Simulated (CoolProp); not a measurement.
Vapour pressure (bar) of propane: the reference equation beside estimates from Tc = 96.7 °C, pc = 42.51 bar, ω = 0.152. Clausius-Clapeyron is anchored at -10.15 °C with a constant enthalpy of vaporisation of 17.13 kJ/mol.

Model: reference Helmholtz-energy equation of state, Lemmon 2009, in CoolProp.

| T (°C) | reference | Clausius-Clapeyron | van der Waals | Redlich-Kwong | Soave-Redlich-Kwong |
|---|---|---|---|---|---|
| -16.55 | 2.763 | 2.826 | 8.138 | 3.443 | 2.761 |
| -10.15 | 3.436 | 3.436 | 9.224 | 4.235 | 3.440 |
| -3.75 | 4.224 | 4.138 | 10.40 | 5.150 | 4.237 |
| 2.75 | 5.156 | 4.956 | 11.69 | 6.215 | 5.182 |
| 9.15 | 6.214 | 5.870 | 13.06 | 7.406 | 6.257 |
| 15.55 | 7.426 | 6.901 | 14.53 | 8.749 | 7.488 |
| 21.95 | 8.802 | 8.056 | 16.09 | 10.25 | 8.890 |
| 28.35 | 10.36 | 9.343 | 17.76 | 11.93 | 10.48 |
| 34.85 | 12.14 | 10.79 | 19.56 | 13.81 | 12.29 |
| 41.25 | 14.09 | 12.37 | 21.44 | 15.85 | 14.28 |
| 47.65 | 16.27 | 14.09 | 23.44 | 18.08 | 16.50 |
| 54.05 | 18.69 | 15.98 | 25.54 | 20.52 | 18.96 |
| 60.45 | 21.36 | 18.03 | 27.75 | 23.17 | 21.67 |

Absolute difference from the reference over all 13 rows, mean and median: Clausius-Clapeyron 8.1 and 8.5 %, van der Waals 93.8 and 82.8 %, Redlich-Kwong 16.5 and 16.5 %, Soave-Redlich-Kwong 0.9 and 1.0 %.
